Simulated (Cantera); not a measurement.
A closed system holds: 1 mol Si3N4, 0.06 mol C, 0.044 mol H2, equilibrated at 4400 Pa.

These are equilibrium values from Cantera (NASA tables, ideal gas, pure condensed phases), not measurements of a reactor. Candidate condensed phases: C, C6H6, C7H8, C8H18, Si, SiC, Si3N4; 125 gas species. Ions and electrons are included (thermal ionisation). Mutual solubility and eutectic melting of coexisting phases are not modelled. The tables' values for SiN are old estimates; treat these amounts as uncertain. Gases not in the tables: Si2H6 and higher silanes. Equilibrium is a limit: real reactors are often held back by kinetics, nucleation or transport.

x: gas mole fraction; n: condensed amount in mol.

| T (K) | x N2 | x Si | x N | x H2 | x H | x Si2C | x C | n Si(l) | n SiC(s) |
|---|---|---|---|---|---|---|---|---|---|
| 2000 | 0.977 | 0.000990 | 4.25e-9 | 0.0209 | 0.00112 | 2.71e-5 | 3.79e-11 | 2.94 | 0.0597 |
| 2500 | 0.842 | 0.108 | 1.28e-6 | 0.0110 | 0.0126 | 0.0154 | 9.06e-7 | 2.62 | 0.0112 |
| 3000 | 0.397 | 0.565 | ___ | ___ | 0.0161 | ___ | ___ | 0 | 0 |
| 3500 | 0.388 | 0.580 | ___ | ___ | 0.0170 | ___ | ___ | 0 | 0 |
| 4000 | 0.383 | 0.580 | 0.00524 | 5.04e-6 | 0.0171 | 1.03e-5 | 0.00749 | 0 | 0 |
| 4500 | 0.369 | 0.571 | 0.0261 | 1.05e-6 | 0.0169 | 3.37e-7 | 0.00957 | 0 | 0 |
| 5000 | 0.323 | 0.545 | 0.0898 | 2.80e-7 | 0.0162 | 1.79e-8 | 0.0102 | 0 | 0 |

Some entries are withheld; supply them.


- 3500, x N: 0.000658
- 3500, x H2: 3.66e-5
- 3500, x Si2C: 0.000398
- 3500, x C: 0.00266
- 3000, x N: 4.18e-5
- 3000, x H2: 0.000456
- 3000, x Si2C: 0.00603
- 3000, x C: 8.16e-5
